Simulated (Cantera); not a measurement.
## Premixed flame

A freely propagating, adiabatic, planar premixed flame of 49.2 % H2, 10.7 % O2, 40.2 % N2, equivalence ratio 2.3, unburnt at 425 K and 1.01 bar; mixture-averaged transport, grid criteria slope 0.08 and curve 0.16, no radiation.

Computed with Cantera and the H2/O2 subset of GRI-Mech 3.0, which has no nitrogen chemistry. Burning velocities carry a grid error of a few per cent, more on coarse grids.

| z (mm) | T (K) | u (m/s) | x H2 | x O2 | x HO2 | x O | x H2O2 | x H2O |
|---|---|---|---|---|---|---|---|---|
| -1.18 | 425 | 4.86 | 0.492 | 0.107 | <1e-8 | <1e-8 | <1e-8 | <1e-8 |
| -0.784 | 425 | 4.86 | 0.492 | 0.107 | <1e-8 | <1e-8 | <1e-8 | <1e-8 |
| -0.588 | 425 | 4.86 | 0.492 | 0.107 | <1e-8 | <1e-8 | <1e-8 | <1e-8 |
| -0.392 | 425 | 4.86 | 0.492 | 0.107 | 1.35e-7 | <1e-8 | <1e-8 | 2.30e-7 |
| -0.196 | 454 | 5.15 | 0.487 | 0.107 | 0.000240 | 5.60e-6 | 1.03e-5 | 0.000790 |
| -0.0980 | 721 | 7.96 | 0.455 | 0.100 | 0.000211 | 0.000183 | 3.52e-5 | 0.0223 |
| 0 | 1114 | 12.0 | 0.378 | 0.0719 | 8.00e-5 | 0.00160 | 3.20e-6 | 0.0877 |
| 0.0980 | 1387 | 14.8 | 0.299 | 0.0260 | 2.63e-5 | 0.00224 | 7.84e-7 | 0.176 |
| 0.196 | 1512 | 16.1 | 0.271 | 0.00587 | 5.71e-6 | 0.00108 | 4.03e-7 | 0.215 |
| 0.392 | 1618 | 17.1 | 0.269 | 0.000462 | 4.33e-7 | 0.000494 | 2.53e-7 | 0.227 |
| 0.784 | 1721 | 18.0 | 0.278 | 0.000132 | 1.34e-7 | 0.000351 | 1.65e-7 | 0.230 |
| 1.57 | 1819 | 18.9 | 0.287 | 7.85e-5 | 8.33e-8 | 0.000218 | 9.12e-8 | 0.232 |
| 3.14 | 1901 | 19.7 | 0.294 | 4.00e-5 | 4.65e-8 | 0.000113 | 4.52e-8 | 0.234 |
x: mole fraction of selected species; z is measured from the peak of heat release.

- laminar burning velocity: 486 cm/s
- thermal thickness: 0.392 mm
- peak x(HO2): 0.000377
- peak x(O): 0.00242
- peak x(H2O2): 4.00e-5
- grid points: 127
